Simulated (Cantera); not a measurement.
**Gas-phase reforming**

A perfectly stirred reactor is fed with CH4 : CO2 : H2 = 1 : 1.3 : 0.35 (molar parts), at 0.133 bar; it is held at 1525 K, and followed from long to short residence time.

Model: GRI-Mech 3.0 (53 species, 325 reactions), integrated in Cantera.

```json
[
 {"τ (s)": "1.3", "x CH4": "0.180", "x CO2": "0.275", "x H2": "0.189", "x O": "9.39e-12", "x HCO": "1.98e-9", "x CH3": "0.000277", "x HO2": "<1e-12"},
 {"τ (s)": "0.63", "x CH4": "0.241", "x CO2": "0.354", "x H2": "0.180", "x O": "7.44e-12", "x HCO": "2.31e-9", "x CH3": "0.000335", "x HO2": "<1e-12"},
 {"τ (s)": "0.31", "x CH4": "0.292", "x CO2": "0.414", "x H2": "0.169", "x O": "5.71e-12", "x HCO": "2.68e-9", "x CH3": "0.000383", "x HO2": "<1e-12"},
 {"τ (s)": "0.15", "x CH4": "0.330", "x CO2": "0.453", "x H2": "0.155", "x O": "4.42e-12", "x HCO": "2.95e-9", "x CH3": "0.000416", "x HO2": "<1e-12"},
 {"τ (s)": "0.073", "x CH4": "0.353", "x CO2": "0.473", "x H2": "0.144", "x O": "3.55e-12", "x HCO": "2.99e-9", "x CH3": "0.000430", "x HO2": "<1e-12"},
 {"τ (s)": "0.035", "x CH4": "0.366", "x CO2": "0.483", "x H2": "0.137", "x O": "2.86e-12", "x HCO": "2.72e-9", "x CH3": "0.000422", "x HO2": "<1e-12"},
 {"τ (s)": "0.017", "x CH4": "0.373", "x CO2": "0.487", "x H2": "0.134", "x O": "2.21e-12", "x HCO": "2.09e-9", "x CH3": "0.000388", "x HO2": "<1e-12"},
 {"τ (s)": "0.0084", "x CH4": "0.375", "x CO2": "0.489", "x H2": "0.133", "x O": "1.51e-12", "x HCO": "1.23e-9", "x CH3": "0.000326", "x HO2": "<1e-12"}
]
```
x: mole fraction; the columns are a selection and need not sum to one.
